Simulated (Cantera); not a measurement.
Input: 1 mol Si, 1.2 mol HCl, 1.9 mol H2, equilibrated at 1427 °C and 1.60 bar.

Cantera equilibrium calculation (NASA polynomials, part measured and part estimated; ideal gas, pure solids and liquids). Candidate condensed phases: Si; 19 gas species. The tables' values for SiCl3, SiCl are old estimates; treat these amounts as uncertain. Gases not in the tables: Si2H6 and higher silanes. Equilibrium is a limit: real reactors are often held back by kinetics, nucleation or transport.

Base state: H2 0.749, HCl 0.137, SiCl2 0.0896, SiCl3 0.0144, SiHCl3 0.00484, SiCl4 0.00457, SiH2Cl2 0.000894, H 0.000101 (mole fractions); condensed: Si(l).

What changes in the equilibrium state with this change: pressure from 1.60 bar to 0.133 bar?


| species | before | after |
|---|---|---|
| H2 | 0.749 | 0.734 |
| HCl | 0.137 | 0.150 |
| SiCl2 | 0.0896 | 0.109 |
| SiCl3 | 0.0144 | 0.00559 |
| SiH3Cl | 5.01e-5 | 4.47e-6 |
| SiH2Cl2 | 0.000894 | 8.89e-5 |
| SiHCl3 | 0.00484 | 0.000537 |
| Si(l), mol | 0.652 | 0.642 |
